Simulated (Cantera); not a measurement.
# Equilibrium for fluorocarbon and chlorocarbon gases: c-C4F8 + F2 + H2

A closed system holds: 1 mol c-C4F8, 0.61 mol F2, 7.7 mol H2, at 2498.15 K.

Equilibrium computed with Cantera from the NASA thermochemical tables; the gas is ideal and each condensed phase is pure. Candidate condensed phases: C, C6H6, C7H8, C8H18; 95 gas species. The feed counts by its element totals alone. Rates play no part.

From 0.00750 Torr to 750 Torr the condensed part is C(graphite). The main C-bearing gas is C3 at 0.00750 Torr and C2H2 (acetylene) at 750 Torr. The share of C in condensed phases is highest at 2.40 Torr (98.7 %) and lowest at 0.00750 Torr (17.7 %).

| P (Pa) | x HF | x H | x H2 | x F | x C3 | x C | x C2 | x CF | n C(graphite) |
|---|---|---|---|---|---|---|---|---|---|
| 1 | 0.376 | 0.437 | 0.00307 | 0.111 | 0.0483 | 0.0162 | 0.00445 | 0.00361 | 0.706 |
| 4.20 | 0.529 | 0.402 | 0.0109 | 0.0405 | 0.0115 | 0.00386 | 0.00106 | 0.00132 | 3.31 |
| 18 | 0.598 | 0.350 | 0.0354 | 0.0123 | 0.00268 | 0.000901 | 0.000247 | 0.000398 | 3.83 |
| 75 | 0.643 | 0.266 | 0.0851 | 0.00417 | 0.000644 | 0.000216 | 5.93e-5 | 0.000135 | 3.93 |
| 320 | 0.684 | 0.168 | 0.145 | 0.00165 | 0.000151 | 5.07e-5 | 1.39e-5 | 5.34e-5 | 3.95 |
| 1300 | 0.712 | 0.0952 | 0.190 | 0.000744 | 3.71e-5 | 1.25e-5 | 3.42e-6 | 2.42e-5 | 3.94 |
| 5600 | 0.730 | 0.0492 | 0.218 | 0.000343 | 8.62e-6 | 2.90e-6 | 7.94e-7 | 1.11e-5 | 3.94 |
| 24000 | 0.740 | 0.0246 | 0.233 | 0.000162 | 2.01e-6 | 6.76e-7 | 1.85e-7 | 5.26e-6 | 3.94 |
| 100000 | 0.744 | 0.0122 | 0.241 | 7.87e-5 | 4.83e-7 | 1.62e-7 | 4.45e-8 | 2.55e-6 | 3.93 |
x: gas mole fraction; n: condensed amount in mol.
